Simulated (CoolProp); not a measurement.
n-butane at 437.64 K and 0.243 MPa is throttled through a valve to 0.0766 MPa with no heat exchange. Each further row changes one setting.

The numbers come from the reference Helmholtz-energy equation of state, Bücker 2006 in CoolProp.

```tsv
case	temperature change (K)	final density (kg/m³)
as stated	(withheld)	(withheld)
outlet pressure 0.023 MPa	(withheld)	(withheld)
outlet pressure 0.0996 MPa	(withheld)	(withheld)
```

Problem. Some entries are withheld; supply them.

Solution. 
- as stated, temperature change (K): -1.3
- as stated, final density (kg/m³): 1.23
- outlet pressure 0.023 MPa, temperature change (K): -1.7
- outlet pressure 0.023 MPa, final density (kg/m³): 0.369
- outlet pressure 0.0996 MPa, temperature change (K): -1.1
- outlet pressure 0.0996 MPa, final density (kg/m³): 1.61
